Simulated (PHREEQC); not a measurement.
Make-up at 15 °C: 1.7 mmol/kgw HNO3, 44 mmol/kgw KNO3 and 0.38 mmol/kgw CuSO4. Closed to the air; pH follows from the charge balance.

Equilibrium calculation in PHREEQC: ion-association model, phreeqc.dat.

This is a speciation only: nothing precipitates in the calculation.

**Question.** Estimate the pH, specific conductance.

**Answer.** pH 2.84; specific conductance 4910 µS/cm.

**Question.** In which forms is Cu present?

**Answer.** Cu+2 99 %, CuSO4 1.4 % of the Cu.
